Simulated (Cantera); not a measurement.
Standard-state values (1 bar) from the NASA 1993 polynomials, evaluated with Cantera. Values are per mole of reaction as written; species without (g) are pure solids or liquids, kept so even where they would boil at 1 bar.

Problem. Between 450 and 1450 K, where is each reaction favourable under standard conditions?
- 0.6667 Al + I₂(g) ⇌ 0.6667 AlI₃(g)
- H₂(g) + I₂(g) ⇌ 2 HI(g)
- Pb + I₂(g) ⇌ PbI₂(g)

Solution. 
- 0.6667 Al + I₂(g) ⇌ 0.6667 AlI₃(g): ΔG° is -178 kJ at 450 K and -140 kJ at 1450 K; it stays negative (K > 1). ΔH° is -202 kJ and ΔS° -43 J/K at 1450 K.
- H₂(g) + I₂(g) ⇌ 2 HI(g): ΔG° is -19 kJ at 450 K and -34 kJ at 1450 K; it stays negative (K > 1). ΔH° is -14 kJ and ΔS° 14 J/K at 1450 K.
- Pb + I₂(g) ⇌ PbI₂(g): ΔG° is -81 kJ at 450 K and -99 kJ at 1450 K; it stays negative (K > 1). ΔH° is -81 kJ and ΔS° 12 J/K at 1450 K.
